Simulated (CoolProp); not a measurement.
Computed with CoolProp (reference Helmholtz-energy equation of state, de Reuck 1993).

Question: Give the vapour pressure (bar), vapour Z, liquid viscosity (µPa s), liquid conductivity (mW/(m K)) of saturated methanol at 395.6, 426.9, 433.2 K.

Answer: 
| T (K) | p (bar) | vapour Z | liquid viscosity (µPa s) | liquid conductivity (mW/(m K)) |
|---|---|---|---|---|
| 395.6 | 6.86 | 0.863 | 179 | 181 |
| 426.9 | 15.2 | 0.782 | 133 | 175 |
| 433.2 | 17.6 | 0.762 | 125 | 174 |

Viscosity comes from a separate model (Xiang 2006). Thermal conductivity comes from a separate model (Sykioti 2013).
